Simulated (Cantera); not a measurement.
Input: 1 mol CaCO3, 0.56 mol CO2, 0.97 mol H2, held at 923.15 K and 1.20 bar.

Equilibrium computed with Cantera from the NASA thermochemical tables; the gas is ideal and each condensed phase is pure. Candidate condensed phases: C, C6H6, C7H8, C8H18, Ca, CaCO3, CaO, Ca(OH)2, H2O; 115 gas species. The numbers say what is thermodynamically allowed, not how fast it happens.

Base state: H2 0.397, H2O 0.219, CO2 0.190, CO 0.169, CH4 0.0249 (mole fractions); condensed: CaCO3(calcite).

Q: What changes in the equilibrium state with this change: pressure from 1.20 bar to 0.0530 bar?

A: 
```
species              before    after
-------------------  ------  -------
H2                    0.397    0.421
H2O                   0.219    0.196
CO                    0.169    0.196
CH4                  0.0249  7.49e-5
CO2                   0.190    0.187
CaCO3(calcite), mol    1.00    0.959
CaO(s), mol               0   0.0413
```

Q: What changes in the equilibrium state with this change: temperature from 923.15 K to 1098 K?

A: 
```
species              before    after
-------------------  ------  -------
CO2                   0.190    0.283
H2O                   0.219    0.249
CO                    0.169    0.249
H2                    0.397    0.218
CH4                  0.0249  5.01e-5
CaCO3(calcite), mol    1.00    0.455
CaO(s), mol               0    0.545
```
Mutual solubility and eutectic melting of coexisting phases are not modelled.
